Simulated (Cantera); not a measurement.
Cantera run, input and output.

```python
import numpy as np
import cantera as ct

gas = ct.Solution("gri30.yaml", transport_model="mixture-averaged")
show = ['H2', 'C2H2', 'H']

rows = []
print(f"{'T/K':>7s}{'rho':>11s}{'cp':>10s}{'mu':>11s}{'lambda':>11s}{'Pr':>7s}" + "".join(f"{'D_' + s:>11s}" for s in show))
for T in [400, 550, 700, 850, 1000, 1150, 1300, 1450, 1600]:
    gas.TPX = T, 74000, {'H2O': 0.85}
    Pr = gas.cp_mass * gas.viscosity / gas.thermal_conductivity
    D = [gas.mix_diff_coeffs_mole[gas.species_index(s)] for s in show]
    rows.append([gas.density, gas.cp_mass, gas.viscosity, gas.thermal_conductivity, Pr, *D])
    print(f"{T:7g}{gas.density:11.4e}{gas.cp_mass:10.1f}{gas.viscosity:11.4e}"
          f"{gas.thermal_conductivity:11.4e}{Pr:7.3f}" + "".join(f"{d:11.4e}" for d in D))
print("SI units: kg/m3, J/kg/K, Pa s, W/m/K, m2/s")
```

Output:

```
    T/K        rho        cp         mu     lambda     Pr       D_H2     D_C2H2        D_H
    400 4.0084e-01    1902.2 1.3967e-05 3.6994e-02  0.718 1.9900e-04 4.1354e-05 3.1091e-04
    550 2.9152e-01    1984.6 1.9600e-05 5.4164e-02  0.718 3.5111e-04 7.6443e-05 5.6733e-04
    700 2.2905e-01    2082.1 2.5249e-05 7.3437e-02  0.716 5.3431e-04 1.1996e-04 8.8197e-04
    850 1.8863e-01    2184.6 3.0813e-05 9.4474e-02  0.713 7.4561e-04 1.7093e-04 1.2484e-03
   1000 1.6034e-01    2292.2 3.6247e-05 1.1676e-01  0.712 9.8291e-04 2.2867e-04 1.6620e-03
   1150 1.3942e-01    2401.0 4.1530e-05 1.3984e-01  0.713 1.2446e-03 2.9266e-04 2.1193e-03
   1300 1.2334e-01    2502.2 4.6653e-05 1.6338e-01  0.715 1.5295e-03 3.6250e-04 2.6178e-03
   1450 1.1058e-01    2595.7 5.1615e-05 1.8710e-01  0.716 1.8365e-03 4.3788e-04 3.1553e-03
   1600 1.0021e-01    2681.4 5.6416e-05 2.1081e-01  0.718 2.1648e-03 5.1855e-04 3.7303e-03
SI units: kg/m3, J/kg/K, Pa s, W/m/K, m2/s
```

Detailed kinetics in Cantera: GRI-Mech 3.0 (53 species, 325 reactions). Polar gases are described roughly by these parameters.
